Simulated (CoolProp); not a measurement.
Properties of R1123 along the isobar 20 MPa.

Computed with CoolProp (reference Helmholtz-energy equation of state, Akasaka 2020).

```json
[
 {"T (K)": "252.4", "phase": "liquid", "density (kg/m³)": "1274", "cp (kJ/(kg K))": "1.285", "isothermal compressibility (1/MPa)": "0.002142", "fugacity coefficient": "0.04612"},
 {"T (K)": "273.1", "phase": "liquid", "density (kg/m³)": "1214", "cp (kJ/(kg K))": "1.317", "isothermal compressibility (1/MPa)": "0.002866", "fugacity coefficient": "0.08164"},
 {"T (K)": "293.8", "phase": "liquid", "density (kg/m³)": "1150", "cp (kJ/(kg K))": "1.358", "isothermal compressibility (1/MPa)": "0.003915", "fugacity coefficient": "0.1297"},
 {"T (K)": "314.5", "phase": "liquid", "density (kg/m³)": "1082", "cp (kJ/(kg K))": "1.408", "isothermal compressibility (1/MPa)": "(withheld)", "fugacity coefficient": "0.1894"},
 {"T (K)": "335.2", "phase": "supercritical", "density (kg/m³)": "1008", "cp (kJ/(kg K))": "1.466", "isothermal compressibility (1/MPa)": "0.007823", "fugacity coefficient": "0.2582"},
 {"T (K)": "355.9", "phase": "supercritical", "density (kg/m³)": "929.3", "cp (kJ/(kg K))": "1.525", "isothermal compressibility (1/MPa)": "(withheld)", "fugacity coefficient": "(withheld)"},
 {"T (K)": "376.6", "phase": "supercritical", "density (kg/m³)": "846.3", "cp (kJ/(kg K))": "1.572", "isothermal compressibility (1/MPa)": "0.01618", "fugacity coefficient": "0.4096"},
 {"T (K)": "397.3", "phase": "supercritical", "density (kg/m³)": "762.9", "cp (kJ/(kg K))": "1.592", "isothermal compressibility (1/MPa)": "(withheld)", "fugacity coefficient": "0.4849"},
 {"T (K)": "417.9", "phase": "supercritical", "density (kg/m³)": "684.2", "cp (kJ/(kg K))": "1.582", "isothermal compressibility (1/MPa)": "0.02872", "fugacity coefficient": "0.5557"},
 {"T (K)": "438.6", "phase": "supercritical", "density (kg/m³)": "613.5", "cp (kJ/(kg K))": "1.548", "isothermal compressibility (1/MPa)": "0.03449", "fugacity coefficient": "0.6210"},
 {"T (K)": "459.3", "phase": "supercritical", "density (kg/m³)": "553.1", "cp (kJ/(kg K))": "1.506", "isothermal compressibility (1/MPa)": "0.03884", "fugacity coefficient": "0.6799"},
 {"T (K)": "480", "phase": "supercritical", "density (kg/m³)": "502.9", "cp (kJ/(kg K))": "1.467", "isothermal compressibility (1/MPa)": "(withheld)", "fugacity coefficient": "0.7324"}
]
```

Question: Complete the blanks.

Answer: 
- 314.5, isothermal compressibility (1/MPa): 0.005474
- 355.9, isothermal compressibility (1/MPa): 0.01131
- 355.9, fugacity coefficient: 0.3329
- 397.3, isothermal compressibility (1/MPa): 0.02226
- 480, isothermal compressibility (1/MPa): 0.04174
